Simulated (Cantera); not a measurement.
A diamond (100) surface in a fixed gas of H2 with x(CH4) = 0.0065, x(H) = 0.0061, x(CH3) = 0.00069, at 1073 K; coverages are run to steady state.

Computed with Cantera and the Harris–Goodwin 1993 mechanism for the reconstructed diamond (100) surface.

θ: site fractions in the mechanism's names (c6HH fully hydrogenated, c6H* and c6*H radical sites, c6** diradical, c6HM methylated).

```csv
P (Pa),growth (µm/h),θ c6HH,θ c6H*,θ c6*H,θ c6**,θ c6HM
900,…,0.517,0.0243,0.410,0.0146,0.0226
1500,…,0.513,0.0241,0.407,0.0145,0.0278
2400,…,0.510,0.0240,0.404,0.0144,0.0320
3900,…,0.507,0.0238,0.402,0.0143,0.0354
6400,…,0.505,0.0238,0.401,0.0143,0.0379
11000,…,0.504,0.0238,0.399,0.0142,0.0397
17000,…,0.503,0.0238,0.399,0.0142,0.0407
28000,…,0.503,0.0239,0.398,0.0142,0.0415
```

Task: Complete the blanks.

Result: 
- 900, growth (µm/h): 2.25
- 1500, growth (µm/h): 4.57
- 2400, growth (µm/h): 8.34
- 3900, growth (µm/h): 14.9
- 6400, growth (µm/h): 26.1
- 11000, growth (µm/h): 47.0
- 17000, growth (µm/h): 74.4
- 28000, growth (µm/h): 125
